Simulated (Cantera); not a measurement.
Mixture: 10.8 % CH4, 0.763 % C2H6, 18.6 % O2, 69.9 % N2, equivalence ratio 1.3, at 500000 Pa, adiabatic and at constant pressure. Ignition delay is the time to a rise of 400 K.

Detailed kinetics in Cantera: GRI-Mech 3.0 (53 species, 325 reactions).

### Question
At T0 = 1198 K, what is the delay, and which 6 reactions control it most (d ln τ / d ln k, from doubling and halving each rate constant)?

### Answer
The delay is 2.60 ms.
```tsv
reaction	d ln τ / d ln k	faster rate
CH3 + HO2 <=> CH3O + OH	-0.72	shortens it
CH4 + OH <=> CH3 + H2O	0.56	lengthens it
2 CH3 (+M) <=> C2H6 (+M)	0.52	lengthens it
H + O2 <=> O + OH	-0.48	shortens it
CH4 + H <=> CH3 + H2	0.46	lengthens it
C2H6 + OH <=> C2H5 + H2O	-0.46	shortens it
```
